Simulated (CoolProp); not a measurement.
Saturation properties of sulfur hexafluoride.

Model: reference Helmholtz-energy equation of state, Guder 2009, in CoolProp.

| T (K) | p (bar) | enthalpy of vaporisation (kJ/kg) | vapour Z | surface tension (mN/m) |
|---|---|---|---|---|
| 251.6 | 6.556 | 97.36 | 0.8538 | 7.40 |
| 255.5 | 7.431 | 95.20 | 0.8403 | … |
| 259.4 | 8.391 | 92.94 | 0.8260 | 6.32 |
| 263.2 | 9.411 | 90.64 | 0.8111 | 5.81 |
| 267.1 | … | 88.15 | 0.7950 | 5.29 |
| 271 | 11.79 | 85.53 | 0.7779 | 4.79 |
| 274.9 | 13.13 | 82.76 | 0.7597 | 4.29 |
| 278.8 | 14.59 | … | 0.7403 | 3.81 |
| 282.7 | 16.15 | 76.68 | 0.7196 | 3.34 |
| 286.6 | 17.84 | 73.31 | 0.6974 | 2.89 |
| 290.5 | 19.66 | 69.68 | 0.6736 | 2.45 |
| 294.4 | 21.62 | 65.71 | 0.6477 | 2.02 |
| 298.2 | 23.66 | … | 0.6202 | 1.62 |
| 302.1 | 25.91 | 56.55 | 0.5888 | 1.24 |

Problem. Complete the blanks.

Solution. 
- 255.5, surface tension (mN/m): 6.86
- 267.1, p (bar): 10.55
- 278.8, enthalpy of vaporisation (kJ/kg): 79.82
- 298.2, enthalpy of vaporisation (kJ/kg): 61.45

Surface tension comes from a separate correlation (Mulero 2012).
